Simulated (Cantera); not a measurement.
Thermodynamics of aluminium and copper etching, feed Cu + F₂ + H₂

A closed system holds: 1 mol Cu, 0.92 mol F₂, 2.7 mol H₂, equilibrated at 1100 K and 0.560 bar.

Cantera equilibrium calculation (NASA polynomials, part measured and part estimated; ideal gas, pure solids and liquids). Candidate condensed phases: Cu, CuF₂; 15 gas species. Rates play no part.

| Property | Result |
|---|---|
| x(HF) | 0.508 |
| x(H₂) | 0.492 |
| x(H₂F₂) | 4.16e-6 |
| n(Cu(s)) | 1.00 mol |
| gas amount | 3.620 mol |
| log10 activity of CuF₂(s) (absent) | -9.20 |
